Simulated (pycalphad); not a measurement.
All values are pycalphad results on the COST 507 light-alloy database (1999) (1 atm), not direct measurements. The database dates from 1999; later assessments differ in places, in temperatures and in the compounds included. Amounts are mole fractions of atoms.

Problem. Give the equilibrium state of Sn-5.71Si (at.%) at 800 K.

Solution. liquid, fraction 0.943, with 0.03 Si at.%; diamond (Si), fraction 0.057, with >99.99 Si at.%.

Problem. Give the equilibrium state of Sn-5.71Si (at.%) at 500 K.

Solution. bct (Sn), fraction 0.943, with no Si at.%; diamond (Si), fraction 0.057, with >99.99 Si at.%.

An entry "none" or "no" means that the model of the phase leaves that element out.
